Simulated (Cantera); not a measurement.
What does this Cantera script print?

```python
import numpy as np
import cantera as ct

gas_names = [...]  # 47 gases of nasa_gas.yaml made of Cl, H, N, O, Si
cond_names = """
    H2O(s) H2O(L) NH4CL(a) NH4CL(b) Si(cr) Si(L) SiO2(Lqz) SiO2(hqz) SiO2(L) Si2N2O(s) Si3N4(a)
""".split()


# ... load() reads the species with a 1 bar reference pressure and builds the phases ...
atoms = {
    'SiH2Cl2': {'Si': 1, 'H': 2, 'CL': 2},
    'NO': {'N': 1, 'O': 1},
    'H2': {'H': 2},
}
top_T = {'Si2N2O(s)': 2100, 'Si3N4(a)': 2400}  # K; cautious upper limits of use, not melting points


# ... equilibrate(T, P, feed) seeds the gas with the atoms and calls Mixture.equilibrate('TP', solver="vcs", rtol=1e-11, max_steps=5000) ...
results = []
T = 1748.15  # K
P = 820  # Pa
for m in [0.63, 0.93, 1.4, 2, 3, 4.3, 6.4, 9.4, 14, 20]:
    feed = {'SiH2Cl2': 1, 'NO': m, 'H2': 3.8}  # mol
    mix = equilibrate(T, P, feed)
    results.append((T, P, feed, dict(zip(mix.species_names, mix.species_moles))))

top = {s: max(r[3][s] / sum(r[3][g] for g in gas_names) for r in results) for s in gas_names}
cols = sorted((s for s in top if top[s] > 1e-06), key=lambda s: -top[s])[:8]
seen = [c for c in cond_names if any(r[3].get(c, 0) > 1e-12 for r in results)]
print("log10 of partial pressures in bar; condensed amounts in mol")
print(f"{'n(NO)':>10s}" + "".join(f"{s[:9]:>10s}" for s in cols + seen))
for T, P, feed, n in results:
    ng = sum(n[g] for g in gas_names)
    print(f"{feed['NO']:10.4g}" + "".join(f"{np.log10(max(n[s] / ng * P / 1e5, 1e-99)):10.3f}" for s in cols)
          + "".join(f"{n.get(c, 0):10.4g}" for c in seen))
```

It prints:

```
log10 of partial pressures in bar; condensed amounts in mol
     n(NO)        H2        N2       H2O        O2       HCL       SiO     SiCL2        CL   SiO2(L)
      0.63    -2.296    -3.417    -7.706   -19.789    -2.818    -3.116    -3.355    -5.423         0
      0.93    -2.356    -3.276    -6.529   -17.315    -2.676    -2.975    -4.107    -5.251         0
       1.4    -2.359    -3.093    -5.309   -14.871    -2.639    -3.161    -5.440    -5.213     0.399
         2    -2.349    -2.922    -4.230   -12.732    -2.623    -4.230    -7.555    -5.201    0.9508
         3    -2.504    -2.774    -2.949    -9.861    -2.650    -5.666   -10.327    -5.152    0.9981
       4.3    -2.811    -2.655    -2.625    -8.598    -2.688    -6.297   -11.358    -5.036    0.9995
       6.4    -5.139    -2.552    -2.472    -3.635    -2.783    -8.779   -14.183    -3.967         1
       9.4    -5.604    -2.507    -2.589    -2.940    -2.924    -9.126   -14.694    -3.875         1
        14    -5.852    -2.472    -2.725    -2.714    -3.076    -9.240   -14.976    -3.903         1
        20    -6.036    -2.449    -2.854    -2.605    -3.221    -9.294   -15.191    -3.956         1
```

Method: chemical equilibrium by Gibbs-energy minimisation in Cantera with the NASA 1993 tables (ideal gas, pure condensed phases). The tables' values for SiCl3, SiCl are old estimates; treat these amounts as uncertain. The tables hold silica as quartz up to 1696 K and as liquid above; real silica turns to tridymite and cristobalite and melts near 1996 K.
